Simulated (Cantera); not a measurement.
Charge: 1 mol C₂F₆, 0.23 mol CH₄, held at 0.0133 bar.

These are equilibrium values from Cantera (NASA tables, ideal gas, pure condensed phases), not measurements of a reactor. Candidate condensed phases: C, C₆H₆, C₇H₈, C₈H₁₈; 95 gas species. The feed counts by its element totals alone. Gases not in the tables: C₂F₆ and larger saturated fluorocarbons. Rates play no part.

x: gas mole fraction; n: condensed amount in mol.

```
T (K)    x F  x CF₂   x HF     x CF₄     x CF     x CF₃  n C(graphite)
-----  -----  -----  -----  --------  -------  --------  -------------
2373   0.304  0.356  0.246    0.0767  0.00656    0.0104          0.550
2423   0.363  0.349  0.228    0.0417  0.00929   0.00827          0.587
2473   0.421  0.325  0.215    0.0209   0.0126   0.00617     (withheld)
2523   0.474  0.291  0.204   0.00995   0.0166   0.00438     (withheld)
2573   0.523  0.253  0.195   0.00455   0.0212   0.00299     (withheld)
2623   0.567  0.214  0.188   0.00202   0.0265   0.00199     (withheld)
2673   0.605  0.178  0.181  0.000882   0.0324   0.00129     (withheld)
2723   0.637  0.146  0.176  0.000379   0.0389  0.000821           1.24
2773   0.662  0.118  0.171  0.000161   0.0458  0.000516           1.31
```

### Question
Complete the blanks.

### Answer

- 2473, n C(graphite): 0.667
- 2523, n C(graphite): 0.777
- 2573, n C(graphite): 0.900
- 2623, n C(graphite): 1.03
- 2673, n C(graphite): 1.14
